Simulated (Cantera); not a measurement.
A freely propagating, adiabatic, planar premixed flame of H₂ : O₂ : N₂ = 1 : 0.9 : 2.69 (molar parts), equivalence ratio 0.56, unburnt at 500 K and 0.132 atm; mixture-averaged transport, grid criteria slope 0.08 and curve 0.16, no radiation.

Computed with Cantera and the H2/O2 subset of GRI-Mech 3.0, which has no nitrogen chemistry. Burning velocities carry a grid error of a few per cent, more on coarse grids. Lean hydrogen flames are cellular in practice and burn faster than this planar one.

Task: Predict: laminar burning velocity; thermal thickness; peak x(HO₂); peak x(O); peak x(H).

Result: 
```
Property                    Result
------------------------  --------
laminar burning velocity  339 cm/s
thermal thickness          5.31 mm
peak x(HO₂)                9.17e-5
peak x(O)                   0.0186
peak x(H)                   0.0435
```
